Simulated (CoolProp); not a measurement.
Values from CoolProp's reference Helmholtz-energy equation of state, Lemmon 2006. It is a short technical equation, of lower accuracy than the large ones.

Problem. For isopentane, give the phase and the cv (kJ/(kg K)), isothermal compressibility (1/MPa) at 244 K and 43.5 bar; 443.1 K and 43.5 bar; 500 K and 43.5 bar.

Solution. 
- 244 K and 43.5 bar: liquid; cv 1.50, isothermal compressibility 0.00127
- 443.1 K and 43.5 bar: liquid; cv 2.33, isothermal compressibility 0.0304
- 500 K and 43.5 bar: supercritical; cv 2.58, isothermal compressibility 0.481
